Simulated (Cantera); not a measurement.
# Si2Cl6 + NH3 + N2 (silicon nitride deposition)

Charge: 1 mol Si2Cl6, 29 mol NH3, 76 mol N2, held at 98.0 Pa.

Method: chemical equilibrium by Gibbs-energy minimisation in Cantera with the NASA 1993 tables (ideal gas, pure condensed phases). Candidate condensed phases: NH4Cl, Si, Si3N4; 28 gas species. The feed counts by its element totals alone. The tables' values for SiCl, SiN, SiCl3 are old estimates; treat these amounts as uncertain. Gases not in the tables: Si2H6 and higher silanes. The numbers say what is thermodynamically allowed, not how fast it happens.

From 723 K to 1623 K the condensed part is Si3N4(s). From 1723 K to 1823 K the condensed part is Si(l). At 1923 K nothing is condensed. The main Si-bearing gas is SiCl4 at 723 K and Si at 1923 K.

```json
[
 {"T (K)": "723", "log p N2": "-3.19", "log p H2": "-3.53", "log p HCl": "-4.36", "log p H": "-14.84", "log p Si": "<-15", "log p SiCl2": "<-15", "log p Cl": "<-15", "n Si3N4(s)": "0.666", "n Si(l)": "0"},
 {"T (K)": "823", "log p N2": "-3.19", "log p H2": "-3.53", "log p HCl": "-4.36", "log p H": "-12.90", "log p Si": "<-15", "log p SiCl2": "-13.01", "log p Cl": "-13.72", "n Si3N4(s)": "0.666", "n Si(l)": "0"},
 {"T (K)": "923", "log p N2": "-3.19", "log p H2": "-3.53", "log p HCl": "-4.36", "log p H": "-11.38", "log p Si": "<-15", "log p SiCl2": "-11.18", "log p Cl": "-12.22", "n Si3N4(s)": "0.667", "n Si(l)": "0"},
 {"T (K)": "1023", "log p N2": "-3.19", "log p H2": "-3.53", "log p HCl": "-4.36", "log p H": "-10.15", "log p Si": "<-15", "log p SiCl2": "-9.71", "log p Cl": "-11.01", "n Si3N4(s)": "0.667", "n Si(l)": "0"},
 {"T (K)": "1123", "log p N2": "-3.19", "log p H2": "-3.53", "log p HCl": "-4.36", "log p H": "-9.14", "log p Si": "<-15", "log p SiCl2": "-8.51", "log p Cl": "-10.02", "n Si3N4(s)": "0.666", "n Si(l)": "0"},
 {"T (K)": "1223", "log p N2": "-3.19", "log p H2": "-3.53", "log p HCl": "-4.36", "log p H": "-8.29", "log p Si": "-14.19", "log p SiCl2": "-7.51", "log p Cl": "-9.18", "n Si3N4(s)": "0.665", "n Si(l)": "0"},
 {"T (K)": "1323", "log p N2": "-3.19", "log p H2": "-3.53", "log p HCl": "-4.37", "log p H": "-7.57", "log p Si": "-11.95", "log p SiCl2": "-6.67", "log p Cl": "-8.48", "n Si3N4(s)": "0.656", "n Si(l)": "0"},
 {"T (K)": "1423", "log p N2": "-3.19", "log p H2": "-3.53", "log p HCl": "-4.39", "log p H": "-6.94", "log p Si": "-10.03", "log p SiCl2": "-5.98", "log p Cl": "-7.88", "n Si3N4(s)": "0.618", "n Si(l)": "0"},
 {"T (K)": "1523", "log p N2": "-3.19", "log p H2": "-3.53", "log p HCl": "-4.44", "log p H": "-6.40", "log p Si": "-8.37", "log p SiCl2": "-5.46", "log p Cl": "-7.41", "n Si3N4(s)": "0.506", "n Si(l)": "0"},
 {"T (K)": "1623", "log p N2": "-3.19", "log p H2": "-3.53", "log p HCl": "-4.55", "log p H": "-5.92", "log p Si": "-6.92", "log p SiCl2": "-5.14", "log p Cl": "-7.05", "n Si3N4(s)": "0.318", "n Si(l)": "0"},
 {"T (K)": "1723", "log p N2": "-3.19", "log p H2": "-3.53", "log p HCl": "-4.58", "log p H": "-5.50", "log p Si": "-6.01", "log p SiCl2": "-5.09", "log p Cl": "-6.67", "n Si3N4(s)": "0", "n Si(l)": "0.688"},
 {"T (K)": "1823", "log p N2": "-3.19", "log p H2": "-3.54", "log p HCl": "-4.57", "log p H": "-5.13", "log p Si": "-5.35", "log p SiCl2": "-5.13", "log p Cl": "-6.29", "n Si3N4(s)": "0", "n Si(l)": "0.213"},
 {"T (K)": "1923", "log p N2": "-3.20", "log p H2": "-3.55", "log p HCl": "-4.51", "log p H": "-4.80", "log p Si": "-5.07", "log p SiCl2": "-5.35", "log p Cl": "-5.88", "n Si3N4(s)": "0", "n Si(l)": "0"}
]
```
log p: log10 of the partial pressure in bar; n: condensed amount in mol.
